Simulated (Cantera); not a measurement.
A freely propagating, adiabatic, planar premixed flame of 10.1 % CH₄, 3.24 % H₂, 18.2 % O₂, 68.5 % N₂, unburnt at 450 K and 100.0 Torr; mixture-averaged transport, grid criteria slope 0.08 and curve 0.16, no radiation.

Detailed kinetics in Cantera: GRI-Mech 3.0 (53 species, 325 reactions). Burning velocities carry a grid error of a few per cent, more on coarse grids.

x: mole fraction of selected species; z is measured from the peak of heat release.

| z (mm) | T (K) | u (m/s) | x CH₄ | x H₂ | x O₂ | x CH₂ | x NO₂ | x C₂H₄ |
|---|---|---|---|---|---|---|---|---|
| -5.98 | 450 | 1.28 | 0.101 | 0.0326 | 0.182 | <1e-8 | <1e-8 | <1e-8 |
| -3.99 | 450 | 1.29 | 0.101 | 0.0335 | 0.182 | <1e-8 | <1e-8 | <1e-8 |
| -2.99 | 454 | 1.30 | 0.101 | 0.0351 | 0.181 | <1e-8 | <1e-8 | (withheld) |
| -1.99 | 502 | 1.44 | 0.0979 | 0.0392 | 0.178 | 1.33e-8 | <1e-8 | 5.82e-6 |
| -0.996 | 896 | 2.62 | 0.0739 | 0.0478 | 0.151 | 7.16e-7 | <1e-8 | 0.000172 |
| -0.498 | 1313 | 3.89 | 0.0419 | 0.0520 | 0.110 | 1.80e-5 | <1e-8 | 0.000508 |
| 0 | 1697 | 5.09 | 0.0119 | 0.0508 | 0.0606 | 7.63e-5 | <1e-8 | 0.000428 |
| 0.498 | 1873 | 5.64 | 0.00146 | 0.0430 | 0.0290 | 3.87e-5 | <1e-8 | 5.43e-5 |
| 0.996 | 1916 | 5.77 | 9.98e-5 | 0.0370 | 0.0158 | 4.35e-6 | <1e-8 | 1.80e-6 |
| 1.99 | 1934 | 5.80 | (withheld) | 0.0349 | (withheld) | (withheld) | <1e-8 | <1e-8 |
| 3.99 | 1950 | 5.83 | <1e-8 | 0.0358 | 0.00777 | <1e-8 | <1e-8 | <1e-8 |
| 7.97 | 1970 | 5.88 | <1e-8 | 0.0358 | 0.00716 | <1e-8 | <1e-8 | <1e-8 |
| 15.9 | 2001 | 5.96 | <1e-8 | 0.0352 | 0.00640 | <1e-8 | <1e-8 | <1e-8 |

Task: Complete the blanks.

Result: 
- -2.99, x C₂H₄: 1.26e-7
- 1.99, x CH₄: 3.17e-7
- 1.99, x O₂: 0.00930
- 1.99, x CH₂: 1.76e-8
